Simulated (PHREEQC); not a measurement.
Hard or scaling water

Consider water at 25 °C with 0.012 mol/kgw CaSO4, 0.00063 mol/kgw CO2 and 0.0016 mol/kgw KCl. Closed to the air; pH follows from the charge balance.

Equilibrium calculation in PHREEQC: ion-association model, phreeqc.dat.

No solid was allowed to form.

Estimate the pH.

pH 4.85.

In which forms is C present?

CO2 96 %, HCO3- 3.6 % of the C.

Complexes and solids missing from the database can't appear.
